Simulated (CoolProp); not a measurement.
Octamethyltrisiloxane (MDM) at several states: fugacity coefficient from the reference equation and from simpler models built on Tc = 292.2 °C, pc = 1.438 MPa, ω = 0.528; each cubic takes its own stable root.

Model: reference Helmholtz-energy equation of state, Thol 2017, in CoolProp.

| T (°C) | p (MPa) | phase | reference | van der Waals | Redlich-Kwong | Soave-Redlich-Kwong |
|---|---|---|---|---|---|---|
| 20.75 | 0.0115 | liquid | 0.03271 | 0.9894 | 0.4733 | 0.03543 |
| -14.35 | 0.0277 | liquid | 0.0008275 | 0.7547 | 0.03163 | 0.001004 |
| 205.15 | 1.34 | liquid | 0.2352 | 0.4583 | 0.3441 | 0.2399 |
| -34.45 | 1.22 | liquid | 2.772e-6 | 0.01245 | 0.0002213 | 3.825e-6 |
| 72.05 | 1.61 | liquid | 0.004693 | 0.1024 | 0.02585 | 0.004822 |

At some of these states van der Waals gives the other phase, because its saturation line lies elsewhere.
